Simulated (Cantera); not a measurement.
Feed: 1 mol trisilylamine, 90 mol N2, 1.6 mol H2, at 1225 °C and 13.3 mbar.

Cantera equilibrium calculation (NASA polynomials, part measured and part estimated; ideal gas, pure solids and liquids). Candidate condensed phases: Si, Si3N4; 18 gas species. The feed counts by its element totals alone. Equilibrium is a limit: real reactors are often held back by kinetics, nucleation or transport.

Base state: N2 0.935, H2 0.0645, H 3.79e-5 (mole fractions); condensed: Si3N4(s).

Q: What changes in the equilibrium state with this change: temperature from 1225 °C to 1775 °C?

A: 
```csv
species,before,after
N2,0.935,0.929
H2,0.0645,0.0602
Si,1.80e-8,0.00568
H,3.79e-5,0.00476
Si2N,<1e-9,0.000185
Si2,<1e-9,6.59e-5
SiH,1.70e-9,9.77e-5
"Si3N4(s), mol",1.000,0
"Si(l), mol",0,2.37
```
The tables' values for SiN are old estimates; treat these amounts as uncertain.
